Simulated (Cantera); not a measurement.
A closed system holds: 1 mol Zr, 0.23 mol NH3, a varied amount of H2, 3.1 mol N2O, equilibrated at 1998.15 K and 0.0200 bar.

Equilibrium computed with Cantera from the NASA thermochemical tables; the gas is ideal and each condensed phase is pure. Candidate condensed phases: H2O, Zr, ZrN, ZrO2; 28 gas species. Equilibrium is a limit: real reactors are often held back by kinetics, nucleation or transport.

Problem. At 11 mol H2, list the 5 most abundant gas species with their mole fractions, and the condensed phases.

Solution. H2 0.696, N2 0.220, H2O 0.0751, H 0.00947, OH 0.000102. Condensed: ZrO2(tetragonal).
